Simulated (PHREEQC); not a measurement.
Dissolve 0.86 mol H2SO4, 0.14 mol Na2SO4 and 1 mol NaCl per kg of water at 25 °C. Closed to the air; pH follows from the charge balance.

All values are PHREEQC results (Pitzer model, pitzer.dat), not measurements.

Question: The ionic strength comes out as 2.48 mol/kgw. What activity coefficients do HSO4-, SO4-2, Cl-, Na+, H+ get?

Answer: HSO4- 0.62, SO4-2 0.015, Cl- 0.57, Na+ 0.88, H+ 1.4. Single-ion values are on the MacInnes scale.

This is a speciation only: nothing precipitates in the calculation. In brines, pH and single-ion activities rest on the MacInnes convention.
